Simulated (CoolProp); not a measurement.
Octamethyltrisiloxane (MDM) along the isobar 5.93 MPa: fugacity coefficient from the reference equation and from simpler models built on Tc = 565.4 K, pc = 1.438 MPa, ω = 0.528; each cubic takes its own stable root.

Model: reference Helmholtz-energy equation of state, Thol 2017, in CoolProp.

| T (K) | phase | reference |
|---|---|---|
| 412.6 | liquid | 0.02016 |
| 430.7 | liquid | 0.03165 |
| 448.7 | liquid | 0.04706 |
| 466.7 | liquid | 0.06689 |
| 484.8 | liquid | 0.09157 |
| 502.8 | liquid | 0.1209 |
| 520.9 | liquid | 0.1550 |
| 538.9 | liquid | 0.1932 |
| 557 | liquid | 0.2352 |
| 575 | supercritical | 0.2800 |

### Question
How far does each simpler model (Soave-Redlich-Kwong, Peng-Robinson) lie from the reference over these 10 states: mean and median of the absolute difference, and the worst?

### Answer
- Soave-Redlich-Kwong: mean 6.2 %, median 6.2 %, worst +7.8 % at 575 K and 5.93 MPa
- Peng-Robinson: mean 2.3 %, median 2.4 %, worst -3.0 % at 448.7 K and 5.93 MPa
